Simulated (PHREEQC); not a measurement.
Consider water at 25 °C with 1.3 mmol/kgw MnSO4. Closed to the air; pH follows from the charge balance.

Computed with PHREEQC (ion-association model, wateq4f.dat).

This is a speciation only: nothing precipitates in the calculation.

Question: Estimate the pH, ionic strength.

Answer: pH 6.76; ionic strength 0.00466 mol/kgw.

Question: In which forms is S present?

Answer: SO4-2 90 %, MnSO4 10 % of the S.
